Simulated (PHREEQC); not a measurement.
Consider water at 55 °C with 0.1 mmol/kgw TMAH and 2.6 mmol/kgw K2CO3. Closed to the air; pH follows from the charge balance.

Computed with PHREEQC (ion-association model, phreeqc.dat).

* **pH**: 10.18
* **ionic strength**: 0.00680 mol/kgw
* **specific conductance**: 1440 µS/cm
* **total alkalinity**: 5.30 meq/kg

```
species   molality  activity   log γ
--------  --------  --------  ------
K+         0.00520   0.00474  -0.041
CO3-2      0.00150   0.00105  -0.155
OH-        0.00120   0.00109  -0.041
HCO3-      0.00110   0.00101  -0.039
(CH3)4N+  0.000100   9.12e-5  -0.040
CO2        1.30e-7   1.30e-7   0.001
```

This is a speciation only: nothing precipitates in the calculation. (CH3)4N+ isn't in the database: it is added as a free cation with an ion size of 4 Å. At this temperature some constants are extrapolated from 25 °C, and those without enthalpy data are left unchanged.
